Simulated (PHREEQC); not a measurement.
Solution (55 °C): 0.22 mol HF, 0.00025 mol NaF and 0.0011 mol H2SiF6 per kg of water. Closed to the air; pH follows from the charge balance.

Model: ion-association model, wateq4f.dat, run in PHREEQC.

- pH: 1.95
- ionic strength: 0.0139 mol/kgw
- total alkalinity: -227 meq/kg

```tsv
species	molality	activity	log γ
HF	0.162	0.162	0.001
H2F2	0.0218	0.0219	0.001
H+	0.0125	0.0112	-0.047
F-	0.00619	0.00544	-0.056
HF2-	0.00439	0.00386	-0.056
SiF6-2	0.00110	0.000674	-0.213
Na+	0.000249	0.000220	-0.054
NaF	6.87e-7	6.89e-7	0.001
```

Precipitation was switched off in this run. wateq4f.dat counts part of the HF as a dimer, H2F2, which phreeqc.dat doesn't know; its constant is uncertain. At this temperature some constants are extrapolated from 25 °C, and those without enthalpy data are left unchanged. SiF6-2 is the database's only silicon fluoride.
